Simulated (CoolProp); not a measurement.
Values from CoolProp's reference Helmholtz-energy equation of state, Lemmon 2006. It is a short technical equation, of lower accuracy than the large ones.

Q: Give the vapour pressure (kPa), liquid density (kg/m³), liquid cp (kJ/(kg K)), surface tension (mN/m) of saturated carbon monoxide at -166.55, -158.95, -153.85 °C.

A: 
```tsv
T (°C)	p (kPa)	liquid density (kg/m³)	liquid cp (kJ/(kg K))	surface tension (mN/m)
-166.55	861	668	2.45	4.42
-158.95	1370	619	2.75	2.99
-153.85	1810	580	3.13	2.07
```

Surface tension comes from a separate correlation (Mulero 2012).
